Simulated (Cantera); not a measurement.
Input (Python, Cantera) and output of one run.

```python
import numpy as np
import cantera as ct

gas_names = [...]  # 91 gases of nasa_gas.yaml made of C, Cl, H
cond_names = """
    C(gr) C6H6(L) C7H8(L) C8H18(L),n-octa
""".split()


# ... load() reads the species with a 1 bar reference pressure and builds the phases ...
atoms = {
    'CH3Cl': {'C': 1, 'H': 3, 'CL': 1},
    'H2': {'H': 2},
}
top_T = {'C(gr)': 4500}  # K; cautious upper limits of use, not melting points


# ... equilibrate(T, P, feed) seeds the gas with the atoms and calls Mixture.equilibrate('TP', solver="vcs", rtol=1e-11, max_steps=5000) ...
results = []
feed = {'CH3Cl': 1, 'H2': 5.3}  # mol
P = 50  # Pa
for T in [1698, 1848, 1998, 2148, 2298, 2448, 2598]:
    mix = equilibrate(T, P, feed)
    results.append((T, P, feed, dict(zip(mix.species_names, mix.species_moles))))
    x = sorted(zip(gas.X, gas.species_names), reverse=True)
    print(f"T = {T:g} K  P = {P:g} Pa  gas = {mix.phase_moles(0):.4g} mol")
    print("   x: " + "  ".join(f"{s} {v:.3e}" for v, s in x if v > 1e-06))
    print("   condensed (mol): " + ("  ".join(f"{mix.phase(i).name} {mix.phase_moles(i):.4g}"
          for i in range(1, mix.n_phases) if mix.phase_moles(i) > 1e-12) or "none"))
```

Output:

```
T = 1698 K  P = 50 Pa  gas = 7.325 mol
   x: H2 8.574e-01  HCL 1.358e-01  H 5.988e-03  CL 7.375e-04  C2H2,acetylene 6.178e-05
   condensed (mol): C(gr) 0.9991
T = 1848 K  P = 50 Pa  gas = 7.39 mol
   x: H2 8.427e-01  HCL 1.327e-01  H 2.177e-02  CL 2.606e-03  C2H2,acetylene 2.170e-04
   condensed (mol): C(gr) 0.9968
T = 1998 K  P = 50 Pa  gas = 7.572 mol
   x: H2 8.030e-01  HCL 1.246e-01  H 6.429e-02  CL 7.434e-03  C2H2,acetylene 6.087e-04
   condensed (mol): C(gr) 0.9908
T = 2148 K  P = 50 Pa  gas = 8 mol
   x: H2 7.159e-01  H 1.577e-01  HCL 1.076e-01  CL 1.735e-02  C2H2,acetylene 1.371e-03  C2H 9.019e-06  C3 1.642e-06  C2HCL 1.215e-06  C 1.184e-06  C4H2 1.066e-06
   condensed (mol): C(gr) 0.9778
T = 2298 K  P = 50 Pa  gas = 8.873 mol
   x: H2 5.633e-01  H 3.215e-01  HCL 7.987e-02  CL 3.283e-02  C2H2,acetylene 2.410e-03  C2H 6.181e-05  C3 3.223e-05  C 1.620e-05  C4H2 4.222e-06  C2 2.862e-06  C2HCL 2.743e-06
   condensed (mol): C(gr) 0.9549
T = 2448 K  P = 50 Pa  gas = 10.34 mol
   x: H 5.363e-01  H2 3.629e-01  CL 4.954e-02  HCL 4.721e-02  C2H2,acetylene 3.138e-03  C3 4.348e-04  C2H 2.975e-04  C 1.604e-04  C2 3.968e-05  C4H2 1.119e-05  C2HCL 4.294e-06  CH 2.967e-06  C2H2,vinylidene 2.043e-06  C5 1.027e-06
   condensed (mol): C(gr) 0.9123
T = 2598 K  P = 50 Pa  gas = 12.16 mol
   x: H 7.260e-01  H2 1.818e-01  CL 6.058e-02  HCL 2.164e-02  C3 4.304e-03  C2H2,acetylene 2.926e-03  C 1.216e-03  C2H 1.024e-03  C2 4.040e-04  C4H2 1.951e-05  C5 1.931e-05  CH 1.121e-05  C2HCL 4.651e-06  C4 3.906e-06  C2H2,vinylidene 3.136e-06  CH2 1.272e-06
   condensed (mol): C(gr) 0.7196
```

Cantera equilibrium calculation (NASA polynomials, part measured and part estimated; ideal gas, pure solids and liquids).
